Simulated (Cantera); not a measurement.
An isothermal, constant-pressure homogeneous reactor starts with H2 : O2 = 0.091 : 1 (molar parts), at 1123 K and 0.0263 atm.

Detailed kinetics in Cantera: GRI-Mech 3.0 (53 species, 325 reactions). Radical loss at walls, strong at low pressure, is not modelled. The temperature is held fixed by assumption; the heat of reaction is taken as removed at once.

One state of this run: x H2 = 4.09e-8; x O2 = 0.913; x HO2 = 1.03e-8; x H2O2 = 3.39e-9; x H = 1.60e-9. x: mole fraction; the columns are a selection and need not sum to one.

**Question.** Which value of t (s) does it belong to?
(A) 0.312
(B) 0.00307
(C) 10.0
(D) 3.15

**Answer.** D, 3.15
